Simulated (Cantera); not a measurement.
Cantera run:

```python
import numpy as np
import cantera as ct

gas_names = """
    H HI HO2 H2 H2O H2O2 I I2 Mg MgH MgI MgI2 MgO MgOH MgO2H2 Mg2 O OH O2 O3
""".split()
cond_names = """
    H2O(s) H2O(L) I2(cr) I2(L) Mg(cr) Mg(L) MgI2(s) MgI2(L) MgO(s) MgO(L) MgO2H2(s)
""".split()


# ... load() reads the species with a 1 bar reference pressure and builds the phases ...
atoms = {
    'MgO': {'Mg': 1, 'O': 1},
    'HI': {'H': 1, 'I': 1},
}
top_T = {}  # K; cautious upper limits of use, not melting points


# ... equilibrate(T, P, feed) seeds the gas with the atoms and calls Mixture.equilibrate('TP', solver="vcs", rtol=1e-11, max_steps=5000) ...
results = []
feed = {'MgO': 1, 'HI': 0.88}  # mol
P = 1900  # Pa
for T in [1423, 1448, 1473, 1498, 1523, 1548, 1573, 1598, 1623, 1648, 1673, 1698, 1723]:
    mix = equilibrate(T, P, feed)
    results.append((T, P, feed, dict(zip(mix.species_names, mix.species_moles))))

top = {s: max(r[3][s] / sum(r[3][g] for g in gas_names) for r in results) for s in gas_names}
cols = sorted((s for s in top if top[s] > 1e-06), key=lambda s: -top[s])[:5]
seen = [c for c in cond_names if any(r[3].get(c, 0) > 1e-12 for r in results)]
print("log10 of partial pressures in bar; condensed amounts in mol")
print(f"{'T/K':>10s}" + "".join(f"{s[:9]:>10s}" for s in cols + seen))
for T, P, feed, n in results:
    ng = sum(n[g] for g in gas_names)
    print(f"{T:10.4g}" + "".join(f"{np.log10(max(n[s] / ng * P / 1e5, 1e-99)):10.3f}" for s in cols)
          + "".join(f"{n.get(c, 0):10.4g}" for c in seen))
```

Result:

```
log10 of partial pressures in bar; condensed amounts in mol
       T/K         I        H2        HI       H2O      MgI2    MgO(s)
      1423    -2.004    -2.294    -2.471    -3.605    -3.605    0.9844
      1448    -1.994    -2.286    -2.511    -3.602    -3.603    0.9842
      1473    -1.986    -2.279    -2.550    -3.601    -3.603    0.9841
      1498    -1.978    -2.273    -2.590    -3.601    -3.604     0.984
      1523    -1.971    -2.267    -2.629    -3.602    -3.605    0.9839
      1548    -1.965    -2.262    -2.667    -3.603    -3.608    0.9838
      1573    -1.960    -2.258    -2.705    -3.605    -3.612    0.9838
      1598    -1.955    -2.254    -2.743    -3.607    -3.617    0.9838
      1623    -1.951    -2.250    -2.780    -3.609    -3.623    0.9838
      1648    -1.947    -2.247    -2.816    -3.611    -3.630    0.9839
      1673    -1.944    -2.244    -2.851    -3.612    -3.638    0.9838
      1698    -1.941    -2.242    -2.886    -3.613    -3.648    0.9838
      1723    -1.938    -2.240    -2.921    -3.612    -3.660    0.9837
```

Equilibrium computed with Cantera from the NASA thermochemical tables; the gas is ideal and each condensed phase is pure.
